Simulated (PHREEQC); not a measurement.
A solution holds 5.8 mmol/kgw KHCO3, 0.48 mmol/kgw NH3 and 0.13 mmol/kgw LiCl, at 25 °C. Closed to the air; pH follows from the charge balance.

All values are PHREEQC results (ion-association model, phreeqc.dat), not measurements.

Precipitation was switched off in this run.

Question: Estimate the pH, specific conductance, ionic strength.

Answer: pH 8.99; specific conductance 710 µS/cm; ionic strength 0.00657 mol/kgw.

Question: In which forms is C present?

Answer: HCO3- 94 %, CO3-2 5.5 % of the C.
